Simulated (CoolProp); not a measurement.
Computed with CoolProp (reference Helmholtz-energy equation of state, Guder 2009).

### Question
For sulfur hexafluoride, give the phase and the cp (kJ/(kg K)), speed of sound (m/s), viscosity (µPa s), conductivity (mW/(m K)) at 93.05 °C and 0.677 MPa; 143.55 °C and 0.677 MPa.

### Answer
- 93.05 °C and 0.677 MPa: gas; cp 0.776, speed of sound 145, viscosity 18.5, conductivity 18.6
- 143.55 °C and 0.677 MPa: gas; cp 0.824, speed of sound 157, viscosity 20.6, conductivity 22.4

Viscosity comes from a separate model (Quiñones-Cisneros 2012). Thermal conductivity comes from a separate model (Assael 2012).
